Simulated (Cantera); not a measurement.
Input (Python, Cantera) and output of one run.

```python
import numpy as np
import cantera as ct

gas_names = [...]  # 115 gases of nasa_gas.yaml made of C, Ca, H, O
cond_names = """
    C(gr) C6H6(L) C7H8(L) C8H18(L),n-octa Ca(a) Ca(b) Ca(L) CaCO3(caL) CaO(s) CaO(L) CaO2H2(s) H2O(s)
    H2O(L)
""".split()


# ... load() reads the species with a 1 bar reference pressure and builds the phases ...
atoms = {
    'Ca(OH)2': {'Ca': 1, 'O': 2, 'H': 2},
    'C': {'C': 1},
    'CO2': {'C': 1, 'O': 2},
}
top_T = {'C(gr)': 4500}  # K; cautious upper limits of use, not melting points


# ... equilibrate(T, P, feed) seeds the gas with the atoms and calls Mixture.equilibrate('TP', solver="vcs", rtol=1e-11, max_steps=5000) ...
results = []
feed = {'Ca(OH)2': 1, 'C': 0.092, 'CO2': 1.2}  # mol
T = 1073  # K
for P in [10, 52, 270, 1400, 7200, 37000, 190000, 1000000]:
    mix = equilibrate(T, P, feed)
    results.append((T, P, feed, dict(zip(mix.species_names, mix.species_moles))))

top = {s: max(r[3][s] / sum(r[3][g] for g in gas_names) for r in results) for s in gas_names}
cols = sorted((s for s in top if top[s] > 1e-05), key=lambda s: -top[s])[:8]
seen = [c for c in cond_names if any(r[3].get(c, 0) > 1e-12 for r in results)]
print("log10 of partial pressures in bar; condensed amounts in mol")
print(f"{'P/Pa':>10s}" + "".join(f"{s[:9]:>10s}" for s in cols + seen))
for T, P, feed, n in results:
    ng = sum(n[g] for g in gas_names)
    print(f"{P:10.4g}" + "".join(f"{np.log10(max(n[s] / ng * P / 1e5, 1e-99)):10.3f}" for s in cols)
          + "".join(f"{n.get(c, 0):10.4g}" for c in seen))
```

Result:

```
log10 of partial pressures in bar; condensed amounts in mol
      P/Pa       H2O       CO2        H2        CO       CH4 CaCO3(caL    CaO(s)
        10    -4.398    -4.284    -5.438    -5.359   -19.498         0         1
        52    -3.682    -3.568    -4.722    -4.643   -17.350         0         1
       270    -2.967    -2.853    -4.007    -3.927   -15.204         0         1
      1400    -2.252    -2.138    -3.292    -3.212   -13.060         0         1
      7200    -1.541    -1.427    -2.581    -2.501   -10.926         0         1
   3.7e+04    -0.830    -0.716    -1.870    -1.790    -8.793         0         1
   1.9e+05     0.100    -0.430    -0.672    -1.237    -5.577         1         0
     1e+06     0.821     0.291     0.048    -0.516    -3.416         1         0
```

Cantera equilibrium calculation (NASA polynomials, part measured and part estimated; ideal gas, pure solids and liquids).
